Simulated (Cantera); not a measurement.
Input: 1 mol PbO, a varied amount of O₂, 32 mol N₂, at 0.100 bar.

Cantera equilibrium calculation (NASA polynomials, part measured and part estimated; ideal gas, pure solids and liquids). Candidate condensed phases: Pb, PbO, PbO₂, Pb₃O₄; 12 gas species. Equilibrium is a limit: real reactors are often held back by kinetics, nucleation or transport.

### Question
What condenses at these points (T in K, n(O₂) in mol): (1250, 2.3); (650, 0.04); (550, 0.2); (1550, 0.13); (450, 0.13); (650, 0.13); (450, 0.2)?

### Answer
```tsv
T (K)	n(O₂) in mol	condensed phases	Pb condensed (%)
1250	2.3	PbO	93.7
650	0.04	PbO	100.0
550	0.2	PbO	100.0
1550	0.13	gas only	0.0
450	0.13	PbO + Pb₃O₄	100.0
650	0.13	PbO	100.0
450	0.2	Pb₃O₄	100.0
```
